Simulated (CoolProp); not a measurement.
Model: reference Helmholtz-energy equation of state, Zhou 2011, in CoolProp.

Question: For dimethyl carbonate, give the phase and the speed of sound (m/s) at 383.3 K and 0.437 bar; 479.6 K and 2.43 bar.

Answer: 
- 383.3 K and 0.437 bar: gas; speed of sound 193
- 479.6 K and 2.43 bar: gas; speed of sound 211
